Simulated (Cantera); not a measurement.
An adiabatic, constant-volume homogeneous reactor starts with CH3OH : O2 : N2 = 1 : 2.14 : 8.06 (molar parts), at 1275 K and 4.20 bar.

Cantera simulation using GRI-Mech 3.0 (53 species, 325 reactions); the numbers are that mechanism's predictions, not measurements. GRI-Mech 3.0 was tuned for natural gas; its chemistry of methanol as a main component is partial and can be far from experiment.

Q: Predict: time of steepest temperature rise; temperature at 4.00 s; equilibrium temperature; x(O2) at 4.00 s; x(H2) at 4.00 s; x(H) at 4.00 s.

A: 
| Item | Value |
|---|---|
| time of steepest temperature rise | 0.936 ms |
| temperature at 4.00 s | 2766 K |
| equilibrium temperature | 2766 K |
| x(O2) at 4.00 s | 0.0497 (gas-phase equilibrium 0.0497) |
| x(H2) at 4.00 s | 0.00431 (gas-phase equilibrium 0.00431) |
| x(H) at 4.00 s | 0.00154 (gas-phase equilibrium 0.00154) |
